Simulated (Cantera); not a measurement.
A Cantera script and what it prints.

```python
import numpy as np
import cantera as ct

gas_names = [...]  # 118 gases of nasa_gas.yaml made of C, Cl, F, H
cond_names = """
    C(gr) C6H6(L) C7H8(L) C8H18(L),n-octa
""".split()


# ... load() reads the species with a 1 bar reference pressure and builds the phases ...
atoms = {
    'CF4': {'C': 1, 'F': 4},
    'HCl': {'H': 1, 'CL': 1},
    'H2': {'H': 2},
}
top_T = {'C(gr)': 4500}  # K; cautious upper limits of use, not melting points


# ... equilibrate(T, P, feed) seeds the gas with the atoms and calls Mixture.equilibrate('TP', solver="vcs", rtol=1e-11, max_steps=5000) ...
results = []
feed = {'CF4': 1, 'HCl': 0.61, 'H2': 0.21}  # mol
T = 3023  # K
P = 1400  # Pa
mix = equilibrate(T, P, feed)
results.append((T, P, feed, dict(zip(mix.species_names, mix.species_moles))))
print(gas.report(threshold=0.0001))
for i in range(1, mix.n_phases):
    print(f"{mix.phase(i).name:16s} {mix.phase_moles(i):12.5e} mol")
```

Output:

```
       temperature   3023 K
          pressure   1400 Pa
           density   0.001291 kg/m^3
  mean mol. weight   23.177 kg/kmol
   phase of matter   gas

                          1 kg             1 kmol
                     ---------------   ---------------
          enthalpy        4.9824e+06        1.1548e+08  J
   internal energy        3.8979e+06        9.0342e+07  J
           entropy             11970        2.7744e+05  J/K
    Gibbs function       -3.1204e+07       -7.2322e+08  J
 heat capacity c_p            1176.9             27276  J/K
 heat capacity c_v            818.12             18961  J/K

                      mass frac. Y      mole frac. X     chem. pot. / RT
                     ---------------   ---------------   ---------------
                 C         0.0023311         0.0044982           -3.7184
                CF          0.086017          0.064291           -28.255
               CF2           0.04585           0.02125           -52.792
                C2          0.003006         0.0029003           -7.4368
                C3          0.044185          0.028421           -11.155
                C4        0.00021251        0.00010252           -14.874
                C5         0.0014443         0.0005574           -18.592
                CL           0.19743           0.12908           -25.145
                 F           0.43446           0.53001           -24.537
                 H        0.00023096         0.0053104           -18.169
               HCL        0.00077378         0.0004919           -43.314
                HF            0.1838           0.21293           -42.706
     [ +106 minor]        0.00025608        0.00015186

C(gr)             1.31589e-01 mol
```

Equilibrium computed with Cantera from the NASA thermochemical tables; the gas is ideal and each condensed phase is pure. The tables' values for CCl are old estimates; treat these amounts as uncertain.
